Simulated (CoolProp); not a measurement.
A single-stage vapour-compression cycle with the fluid: evaporating at 328.15 K (dew point), condensing at 365.15 K (bubble point), superheat 0 K, subcooling 0 K, compressor efficiency 0.9, no pressure losses. The same conditions are run with several fluids, on thermodynamics alone (safety and materials aside).

Values from CoolProp's reference Helmholtz-energy equation of state of each fluid (fluoroethane (R161): Wu 2012; vinyl chloride: Thol 2022; 1,2-dichloroethane: Thol 2015; carbonyl sulfide: Lemmon 2006; n-perfluorohexane: Gao 2022; isohexane: Lemmon 2006).

| fluid | cooling COP | pressure ratio | discharge temperature (K) | refrigerating effect (kJ/kg) | volumetric capacity (kJ/m³) |
|---|---|---|---|---|---|
| fluoroethane (R161) | [?] | 2.13 | 378.0 | 171 | 8100 |
| vinyl chloride | 6.60 | [?] | 379.2 | 230 | [?] |
| 1,2-dichloroethane | 7.30 | 3.47 | 375.7 | 289 | 403 |
| carbonyl sulfide | 5.18 | 2.00 | 388.4 | 138 | 10500 |
| n-perfluorohexane | 5.22 | [?] | 365.1 | 43.4 | 538 |
| isohexane | 6.56 | 2.95 | 365.2 | [?] | 663 |

### Question
What belongs in the gaps?

### Answer

- fluoroethane (R161), cooling COP: 5.00
- vinyl chloride, pressure ratio: 2.24
- vinyl chloride, volumetric capacity (kJ/m³): 5380
- n-perfluorohexane, pressure ratio: 3.06
- isohexane, refrigerating effect (kJ/kg): 235

The compression ends wet for: n-perfluorohexane; isohexane.
